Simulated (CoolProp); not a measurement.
A closed Brayton cycle with dry air: compressor inlet 314.15 K and 4.8 MPa, high pressure 14.4 MPa, turbine inlet 620 K, compressor efficiency 0.89, turbine efficiency 0.9, recuperator effectiveness 0.95 (on enthalpy, no pinch check). Each further row changes one setting.

Values from CoolProp's reference Helmholtz-energy equation of state, Lemmon 2000. It is a pseudo-pure fit of the blend.

```json
[
 {"case": "as stated", "thermal efficiency (%)": "14.0", "net work (kJ/kg)": "22.9", "compressor to turbine work": "0.85", "compressor exit (K)": "445.9", "turbine exit (K)": "472.5"},
 {"case": "turbine inlet 570 K", "thermal efficiency (%)": "7.3", "net work (kJ/kg)": "9.87", "compressor to turbine work": "0.93", "compressor exit (K)": "445.9", "turbine exit (K)": "432.9"},
 {"case": "compressor inlet 324.15 K", "thermal efficiency (%)": "11.4", "net work (kJ/kg)": "18.4", "compressor to turbine work": "0.88", "compressor exit (K)": "459.8", "turbine exit (K)": "472.5"},
 {"case": "high pressure 12.2 MPa", "thermal efficiency (%)": "17.6", "net work (kJ/kg)": "25.4", "compressor to turbine work": "0.81", "compressor exit (K)": "423.3", "turbine exit (K)": "492.3"},
 {"case": "recuperator effectiveness 0.5", "thermal efficiency (%)": "13.0", "net work (kJ/kg)": "22.9", "compressor to turbine work": "0.85", "compressor exit (K)": "445.9", "turbine exit (K)": "472.5"}
]
```
